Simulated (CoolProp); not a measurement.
n-octane at 596.6 K and 0.334 MPa flows at 1 m/s in a round tube of 25 mm bore and 0.25 µm roughness, fully developed (64/Re and Nu = 3.66 if laminar; Colebrook and Gnielinski if turbulent). Each further row changes one setting.

Computed with CoolProp (reference Helmholtz-energy equation of state, Beckmüller 2019).

| case | Reynolds number | Darcy friction factor | pressure drop (Pa/m) | heat-transfer coefficient (W/(m² K)) | mass flow (kg/h) |
|---|---|---|---|---|---|
| as stated | 17800 | 0.0267 | 4.28 | 83.7 | 14.2 |
| velocity 2 m/s | 35600 | 0.0226 | 14.5 | 144 | 28.4 |
| diameter 50 mm | 35600 | 0.0226 | 1.81 | 72.1 | 56.8 |

Viscosity comes from a separate model (Huber 2004). Thermal conductivity comes from a separate model (Huber 2005).
